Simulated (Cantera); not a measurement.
Charge: 1 mol CH4, 4.7 mol CO2, at 15.0 mbar.

Method: chemical equilibrium by Gibbs-energy minimisation in Cantera with the NASA 1993 tables (ideal gas, pure condensed phases). Candidate condensed phases: C, C6H6, C7H8, C8H18, H2O; 110 gas species. The numbers say what is thermodynamically allowed, not how fast it happens.

x: gas mole fraction; nothing condenses.

| T (K) | x CO | x CO2 | x H2O | x H | x H2 | x OH | x O | x O2 |
|---|---|---|---|---|---|---|---|---|
| 2348 | 0.459 | 0.261 | 0.179 | 0.0236 | 0.0549 | 0.0133 | 0.00386 | 0.00523 |
| 2373 | 0.461 | 0.255 | 0.176 | (withheld) | 0.0545 | (withheld) | (withheld) | (withheld) |
| 2398 | 0.463 | 0.249 | 0.172 | 0.0299 | 0.0541 | 0.0174 | 0.00646 | 0.00851 |
| 2423 | 0.465 | 0.242 | 0.167 | 0.0336 | 0.0538 | 0.0198 | 0.00823 | 0.0106 |
| 2448 | 0.467 | 0.234 | 0.162 | 0.0376 | 0.0536 | 0.0222 | 0.0104 | 0.0130 |
| 2473 | 0.469 | 0.225 | 0.157 | 0.0421 | 0.0534 | 0.0248 | 0.0129 | 0.0156 |
| 2498 | 0.472 | 0.215 | 0.151 | 0.0470 | 0.0533 | 0.0274 | 0.0159 | 0.0184 |
| 2523 | 0.475 | 0.205 | 0.144 | (withheld) | 0.0533 | (withheld) | (withheld) | (withheld) |
| 2548 | 0.477 | 0.194 | 0.137 | 0.0583 | 0.0532 | 0.0327 | 0.0234 | 0.0245 |
| 2573 | 0.480 | 0.182 | 0.129 | 0.0647 | 0.0532 | 0.0353 | 0.0279 | 0.0276 |
| 2598 | 0.482 | 0.170 | 0.121 | 0.0716 | 0.0531 | 0.0378 | 0.0330 | 0.0307 |
| 2623 | 0.484 | 0.158 | 0.113 | 0.0791 | 0.0529 | 0.0401 | 0.0386 | 0.0335 |

Problem. Complete the blanks.

Solution. 
- 2373, x H: 0.0266
- 2373, x OH: 0.0153
- 2373, x O: 0.00502
- 2373, x O2: 0.00672
- 2523, x H: 0.0524
- 2523, x OH: 0.0301
- 2523, x O: 0.0194
- 2523, x O2: 0.0215
